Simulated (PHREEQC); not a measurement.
## Copper plating or etch bath: an equilibrium model

Make-up at 85 °C: 100 mmol/kgw Cu(NO3)2, 18 mmol/kgw HBF4 and 0.405 mmol/kgw NaCl. Closed to the air; pH follows from the charge balance.

All values are PHREEQC results (ion-association model, wateq4f.dat), not measurements.

Precipitation was switched off in this run.

Question: Predict the pH.

Answer: pH 1.95.

Question: In which forms is B present?

Answer: BF4- 70 %, H3BO3 22 %, BF3OH- 5.0 %, BF2(OH)2- 3.1 % of the B.

Away from 25 °C the constants follow the database's enthalpies or fits; those with neither stay at their 25 °C values. Real BF4- forms and hydrolyses slowly; the run takes it at equilibrium.
